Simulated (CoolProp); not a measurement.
Saturation properties of R1233zd(E).

Computed with CoolProp (reference Helmholtz-energy equation of state, Akasaka 2022).

```tsv
T (°C)	p (MPa)	liquid density (kg/m³)	vapour density (kg/m³)	enthalpy of vaporisation (kJ/kg)	liquid cp (kJ/(kg K))
6.15	0.06307	1307	3.651	200.0	1.148
19.95	0.1085	1275	6.072	193.4	1.175
33.65	0.1757	1242	9.576	186.5	1.205
47.45	(withheld)	1207	14.55	(withheld)	1.237
61.25	0.4052	1170	21.40	(withheld)	1.272
75.05	0.5825	(withheld)	30.68	161.9	1.313
88.75	0.8110	1088	43.02	151.9	1.361
102.55	1.103	1041	59.70	140.5	1.421
116.35	1.468	(withheld)	82.37	127.3	1.505
130.15	1.918	926.4	114.1	111.4	1.638
```

**Question.** Some entries are withheld; supply them.

**Answer.** 
- 47.45, p (MPa): 0.2723
- 47.45, enthalpy of vaporisation (kJ/kg): 179.0
- 61.25, enthalpy of vaporisation (kJ/kg): 170.8
- 75.05, liquid density (kg/m³): 1130
- 116.35, liquid density (kg/m³): 987.9

It boils at 18.1 °C under 1 atm.
